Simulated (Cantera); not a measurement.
Input (Python, Cantera):

```python
import numpy as np
import cantera as ct

gas = ct.Solution("gri30.yaml")
gas.TP = 300, 37000
flame = ct.CounterflowDiffusionFlame(gas, width=0.02)
flame.fuel_inlet.X, flame.fuel_inlet.T = {'CH4': 1, 'C2H6': 0.033, 'N2': 0.27}, 573
flame.oxidizer_inlet.X, flame.oxidizer_inlet.T = {'O2': 0.21, 'N2': 0.79}, 425
flame.set_refine_criteria(ratio=3, slope=0.12, curve=0.24, prune=0.03)
show = ['OH', 'H', 'NO', 'CO', 'C2H2']

rows = []
print(f"{'mdot':>8s}{'a_max':>10s}{'a_mean':>10s}{'Tmax/K':>9s}" + "".join(f"{s:>11s}" for s in show) + "   (peak mole fractions)")
for i, mdot in enumerate([0.092, 0.13, 0.19, 0.27, 0.38, 0.54, 0.76, 1.1, 1.5]):  # kg/m2/s on the oxidiser side
    flame.oxidizer_inlet.mdot, flame.fuel_inlet.mdot = mdot, 0.78 * mdot
    flame.solve(loglevel=0, auto=(i == 0))
    if flame.T.max() < max(573, 425) + 100:
        print(f"{mdot:8.3g}  no burning solution found from the previous one")
        break
    dT = np.abs(np.gradient(flame.T, flame.grid))
    rows.append([flame.strain_rate("max"), flame.strain_rate("mean"), flame.T.max(),
                 *(flame.X[gas.species_index(s)].max() for s in show), max(dT[0], dT[-1]) / dT.max()])
    print(f"{mdot:8.3g}{rows[-1][0]:10.1f}{rows[-1][1]:10.1f}{rows[-1][2]:9.1f}" + "".join(f"{x:11.3e}" for x in rows[-1][3:-1]))
```

Result:

```
    mdot     a_max    a_mean   Tmax/K         OH          H         NO         CO       C2H2   (peak mole fractions)
   0.092     173.5      39.7   1983.9  7.470e-03  6.368e-03  1.813e-04  5.467e-02  1.226e-02
    0.13     234.4      56.1   1964.4  7.200e-03  6.506e-03  1.540e-04  5.427e-02  1.145e-02
    0.19     328.4      82.0   1944.6  6.895e-03  6.610e-03  1.239e-04  5.424e-02  1.049e-02
    0.27     450.4     116.5   1922.0  6.499e-03  6.580e-03  9.468e-05  5.453e-02  9.376e-03
    0.38     612.9     164.0   1891.6  5.934e-03  6.321e-03  6.519e-05  5.503e-02  7.834e-03
    0.54     841.5     233.0   1846.8  5.084e-03  5.668e-03  3.592e-05  5.590e-02  5.740e-03
    0.76  no burning solution found from the previous one
```

Model: GRI-Mech 3.0 (53 species, 325 reactions), integrated in Cantera. GRI-Mech 3.0 has no aromatics or soot, which form on the fuel side of real flames. The maximum strain rate includes the flame's own expansion and is several times the mean. A flux with no burning solution from the previous one only brackets extinction.
